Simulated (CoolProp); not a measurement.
Vapour-liquid equilibrium of benzene (1) + cyclohexane (2) at 187.55 °C; x and y are mole fractions of (1).

Model: multi-fluid Helmholtz-energy mixture model, Thol 2012 and Zhou 2014; pair parameters Bell 2016, in CoolProp.

```
x     bubble pressure, mixture model (bar)  bubble pressure, Raoult's law (bar)  y, mixture model  y, Raoult's law
----  ------------------------------------  -----------------------------------  ----------------  ---------------
0.05                                 11.16                                11.02             0.061            0.053
0.2                                  11.61                                11.13             0.228            0.210
0.35                                 11.92                                11.24             0.377            0.364
0.5                                  12.11                                11.35             0.515            0.516
0.65                                 12.17                                11.45             0.649            0.664
0.8                                  12.09                                11.56             0.788            0.810
0.95                                 11.84                                11.67             0.942            0.953
```

The largest gap from Raoult's law is +6.7 % in bubble pressure, at x = 0.5. y crosses x between x = 0.5 and 0.65: the model has an azeotrope there.

The pair parameters rest on a limited set of measurements; away from them the model extrapolates.
